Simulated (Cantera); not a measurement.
Predominance diagram of Ca at 1900 K against the partial pressures of O₂ and Br₂ (log10, bar). Standard-state values (1 bar) from the NASA 1993 polynomials, evaluated with Cantera. Candidates: Ca(l), CaBr₂(l), CaO(s). Only these pure phases compete in this equilibrium. Not in the tables: oxide halides.

```
log p(Br₂) \ log p(O₂)
        columns: -20, -19.1, -18.3, -17.4, -16.5, -15.7, -14.8, -13.9, -13, -12.2, -11.3, -10.4, -9.6, -8.7, -7.8, -7, -6.1, -5.2, -4.3, -3.5, -2.6, -1.7, -0.9, 0
      1  A A A A A A A A A A A A A A A A A A A A A A A A
    0.2  A A A A A A A A A A A A A A A A A A A A A A A A
   -0.7  A A A A A A A A A A A A A A A A A A A A A A A A
   -1.5  A A A A A A A A A A A A A A A A A A A A A A B B
   -2.3  A A A A A A A A A A A A A A A A A A A A B B B B
   -3.2  A A A A A A A A A A A A A A A A A A B B B B B B
     -4  A A A A A A A A A A A A A A A A B B B B B B B B
   -4.8  A A A A A A A A A A A A A A A B B B B B B B B B
   -5.7  A A A A A A A A A A A A A B B B B B B B B B B B
   -6.5  A A A A A A A A A A A B B B B B B B B B B B B B
   -7.3  A A A A A A A A A B B B B B B B B B B B B B B B
   -8.2  A A A A A A A B B B B B B B B B B B B B B B B B
     -9  A A A A A B B B B B B B B B B B B B B B B B B B
```

A: CaBr₂(l); B: CaO(s).
